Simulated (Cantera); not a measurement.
Input (Python, Cantera):

```python
import numpy as np
import cantera as ct

gas = ct.Solution("gri30.yaml")
gas.TPX = 1725, 290000, {'CO': 1, 'H2': 0.36, 'O2': 1.1, 'N2': 4.12}
reactor = ct.IdealGasConstPressureReactor(gas, energy="on", clone=False)
net = ct.ReactorNet([reactor])
net.rtol, net.atol = 1e-08, 1e-16
show = ['CO', 'H2', 'O2', 'NO', 'HO2', 'NO2', 'OH']
times = np.geomspace(2e-06, 0.2, 16)

steps = ct.SolutionArray(gas, extra=["t"])
rows = []
print(f"{'t/s':>10s}{'T/K':>9s}{'P/Pa':>11s}" + "".join(f"{s:>11s}" for s in show))
for t in times:
    while net.time < t:
        t_next = net.step()
        steps.append(gas.state, t=t_next)
    rows.append([np.interp(t, steps.t, y) for y in (steps.T, steps.P, *steps(*show).X.T)])
    print(f"{t:10.3e}{rows[-1][0]:9.1f}{rows[-1][1]:11.4g}" + "".join(f"{x:11.3e}" for x in rows[-1][2:]))
rate = np.gradient(steps.T, steps.t)
print("integrator steps:", len(steps.t))
if steps.T.max() > steps.T[0] + 200:
    print(f"time of steepest temperature rise: {steps.t[rate.argmax()]:.4e} s")
gas.TPX = 1725, 290000, {'CO': 1, 'H2': 0.36, 'O2': 1.1, 'N2': 4.12}
gas.equilibrate("HP")
print(f"equilibrium (HP): T = {gas.T:.1f} K  " + "  ".join(f"{s} {gas[s].X[0]:.3e}" for s in show))
```

It prints:

```
       t/s      T/K       P/Pa         CO         H2         O2         NO        HO2        NO2         OH
 2.000e-06   1725.1    2.9e+05  1.519e-01  5.435e-02  1.669e-01  3.789e-11  1.010e-05  3.858e-15  9.745e-05
 4.309e-06   1776.7    2.9e+05  1.415e-01  1.173e-02  1.325e-01  1.228e-06  6.167e-05  8.474e-10  9.616e-03
 9.283e-06   2044.3    2.9e+05  9.608e-02  5.165e-03  9.989e-02  2.888e-05  3.105e-05  2.177e-08  1.292e-02
 2.000e-05   2338.3    2.9e+05  7.057e-02  4.922e-03  8.933e-02  1.220e-04  1.534e-05  8.156e-08  1.614e-02
 4.309e-05   2579.0    2.9e+05  5.741e-02  3.582e-03  8.676e-02  4.251e-04  9.757e-06  3.059e-07  1.619e-02
 9.283e-05   2747.5    2.9e+05  4.477e-02  2.562e-03  8.309e-02  1.429e-03  1.119e-05  1.044e-06  1.490e-02
 2.000e-04   2798.9    2.9e+05  3.996e-02  2.244e-03  8.057e-02  3.820e-03  1.267e-05  2.707e-06  1.417e-02
 4.309e-04   2796.5    2.9e+05  3.952e-02  2.224e-03  7.843e-02  8.167e-03  1.241e-05  5.727e-06  1.391e-02
 9.283e-04   2790.1    2.9e+05  3.920e-02  2.215e-03  7.562e-02  1.405e-02  1.194e-05  9.725e-06  1.358e-02
 2.000e-03   2785.2    2.9e+05  3.897e-02  2.208e-03  7.352e-02  1.846e-02  1.159e-05  1.266e-05  1.333e-02
 4.309e-03   2784.0    2.9e+05  3.892e-02  2.207e-03  7.300e-02  1.955e-02  1.151e-05  1.337e-05  1.327e-02
 9.283e-03   2784.0    2.9e+05  3.891e-02  2.207e-03  7.298e-02  1.959e-02  1.151e-05  1.339e-05  1.327e-02
 2.000e-02   2784.0    2.9e+05  3.891e-02  2.207e-03  7.298e-02  1.959e-02  1.151e-05  1.339e-05  1.327e-02
 4.309e-02   2784.0    2.9e+05  3.891e-02  2.207e-03  7.298e-02  1.959e-02  1.151e-05  1.339e-05  1.327e-02
 9.283e-02   2784.0    2.9e+05  3.891e-02  2.207e-03  7.298e-02  1.959e-02  1.151e-05  1.339e-05  1.327e-02
 2.000e-01   2784.0    2.9e+05  3.891e-02  2.207e-03  7.298e-02  1.959e-02  1.151e-05  1.339e-05  1.327e-02
integrator steps: 1292
time of steepest temperature rise: 4.4961e-06 s
equilibrium (HP): T = 2784.0 K  CO 3.891e-02  H2 2.207e-03  O2 7.298e-02  NO 1.959e-02  HO2 1.151e-05  NO2 1.339e-05  OH 1.327e-02
```

Computed with Cantera and GRI-Mech 3.0 (53 species, 325 reactions). The hydrogen kinetics of GRI-Mech 3.0 are dated; newer H2 mechanisms differ, most at raised pressure.
